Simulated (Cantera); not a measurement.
Feed: 1 mol S, 0.31 mol H2, equilibrated at 0.428 Torr.

Cantera equilibrium calculation (NASA polynomials, part measured and part estimated; ideal gas, pure solids and liquids). Candidate condensed phases: S; 7 gas species. Gases not in the tables: S3 to S7. The numbers say what is thermodynamically allowed, not how fast it happens.

x: gas mole fraction; nothing condenses.

| T (K) | x S2 | x H2 | x H2S | x SH |
|---|---|---|---|---|
| 1098 | 0.578 | 0.217 | 0.204 | [?] |
| 1148 | 0.587 | 0.255 | 0.157 | [?] |
| 1198 | 0.594 | 0.286 | 0.119 | [?] |
| 1248 | 0.599 | 0.309 | 0.0899 | [?] |
| 1298 | 0.603 | 0.326 | 0.0680 | [?] |
| 1348 | 0.605 | 0.339 | 0.0519 | [?] |
| 1398 | 0.607 | 0.348 | 0.0399 | [?] |
| 1448 | 0.608 | 0.354 | 0.0311 | [?] |

Task: What belongs in the gaps?

Result: 
- 1098, x SH: 0.000647
- 1148, x SH: 0.00101
- 1198, x SH: 0.00149
- 1248, x SH: 0.00209
- 1298, x SH: 0.00284
- 1348, x SH: 0.00375
- 1398, x SH: 0.00482
- 1448, x SH: 0.00607
